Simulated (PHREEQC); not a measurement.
A made-up water analysis in mmol/kgw, 25 °C, pH 7.07: Na 267; K 0.299; Ca 32; Mg 9.82; Cl 255; S(6) 52.9; Alkalinity (meq/kgw) 0.00641; Li 0.653.

Valence states are taken as typed.

Equilibrium calculation in PHREEQC: Pitzer model, pitzer.dat.

Q: The ionic strength comes out as 0.451 mol/kgw. What activity coefficients do HCO3-, Li+, Ca+2, SO4-2, Cl- get?

A: HCO3- 0.70, Li+ 0.75, Ca+2 0.20, SO4-2 0.12, Cl- 0.66. Single-ion values are on the MacInnes scale.

Precipitation was switched off in this run. The solution is supersaturated, for example in Gypsum, so a real one may precipitate; this is no full list. Species that the database lacks are ignored.
